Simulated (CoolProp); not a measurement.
Computed with CoolProp (reference Helmholtz-energy equation of state, Thol 2016).

### Question
Give the vapour pressure (MPa), vapour density (kg/m³), enthalpy of vaporisation (kJ/kg), liquid cp (kJ/(kg K)) of saturated hexamethyldisiloxane (MM) at 122.95 °C.

### Answer
```tsv
T (°C)	p (MPa)	vapour density (kg/m³)	enthalpy of vaporisation (kJ/kg)	liquid cp (kJ/(kg K))
122.95	0.186	10.2	180	2.19
```
